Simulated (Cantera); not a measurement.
**N2O furnace oxynitridation**

An isothermal, constant-pressure homogeneous reactor starts with N₂O = 1 (molar parts), at 1123 K and 0.133 bar.

Model: GRI-Mech 3.0 (53 species, 325 reactions), integrated in Cantera. GRI-Mech 3.0 was tuned for natural gas; its chemistry of N2O as a main component is partial and can be far from experiment. The mechanism lacks the step 2 NO + O2 → 2 NO2, which can matter for NO2 below about 1400 K. The temperature is held fixed by assumption; the heat of reaction is taken as removed at once.

```
t (s)      x N₂O      x NO      x O₂     x NO₂      x N₂      x O
--------  ------  --------  --------  --------  --------  -------
2.00e-5     1.00   3.97e-9   2.42e-8    <1e-12   1.95e-7  1.45e-7
0.000125   1.000   9.58e-8   5.83e-7    <1e-12   1.66e-6  4.43e-7
0.000787   1.000   9.46e-7   5.76e-6  1.87e-12   1.25e-5  5.02e-7
0.00493    1.000   6.34e-6   3.85e-5  8.36e-11   8.08e-5  5.02e-7
0.0309     0.999   4.01e-5  0.000244   3.26e-9  0.000509  5.02e-7
0.194      0.995  0.000251   0.00153   1.09e-7   0.00318  5.02e-7
1.22       0.969   0.00155   0.00942   2.00e-6    0.0196  5.01e-7
7.63       0.827   0.00870    0.0532   1.47e-5     0.111  4.96e-7
47.8       0.353    0.0320     0.200   5.89e-5     0.416  4.51e-7
300       0.0120    0.0452     0.307  0.000115     0.636  8.82e-8
```
x: mole fraction; the columns are a selection and need not sum to one.

Equilibrium at this temperature and pressure: N₂O 3.01e-9, NO 0.000122, O₂ 0.333, NO₂ 1.40e-6, N₂ 0.667, O 7.00e-9 (gas phase only).
